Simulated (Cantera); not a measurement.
A perfectly stirred reactor is fed with CH4 : H2 : H = 0.017 : 1 : 0.18 (molar parts), at 0.286 atm; it is held at 1923 K, and followed from long to short residence time.

Computed with Cantera and GRI-Mech 3.0 (53 species, 325 reactions). GRI-Mech 3.0 stops at C3 and has no aromatics, soot or wall deposition, so with more carbon than oxygen in the feed, carbon stays in small species such as C2H2 where larger ones or solid carbon would form.

Question: What does this change do: pressure from 0.286 atm to 0.0415 atm?

Answer: 
| quantity | before | after |
|---|---|---|
| x(CH4) at τ = 1.00 s | 0.00175 | 0.000814 |
| x(H2) at τ = 1.00 s | 0.989 | 0.982 |
| x(H) at τ = 1.00 s | 0.00204 | 0.0102 |
| x(C2H4) at τ = 1.00 s | 2.00e-5 | 2.93e-6 |
| x(C2H2) at τ = 1.00 s | 0.00663 | 0.00704 |
| x(CH4) at τ = 72.0 ms | 0.00357 | 0.000320 |
| x(H2) at τ = 72.0 ms | 0.987 | 0.952 |
| x(H) at τ = 72.0 ms | 0.00334 | 0.0406 |
| x(C2H4) at τ = 72.0 ms | 1.86e-5 | 1.96e-6 |
| x(C2H2) at τ = 72.0 ms | 0.00565 | 0.00710 |
Radical loss at walls, strong at low pressure, is not modelled.

Question: What does this change do: temperature 1923 to 2900 K?

Answer: 
```tsv
quantity	before	after
x(CH4) at τ = 1.00 s	0.00175	6.87e-6
x(H2) at τ = 1.00 s	0.989	0.801
x(H) at τ = 1.00 s	0.00204	0.192
x(C2H4) at τ = 1.00 s	2.00e-5	3.26e-7
x(C2H2) at τ = 1.00 s	0.00663	0.00656
x(CH4) at τ = 72.0 ms	0.00357	9.03e-6
x(H2) at τ = 72.0 ms	0.987	0.802
x(H) at τ = 72.0 ms	0.00334	0.191
x(C2H4) at τ = 72.0 ms	1.86e-5	3.30e-7
x(C2H2) at τ = 72.0 ms	0.00565	0.00655
```
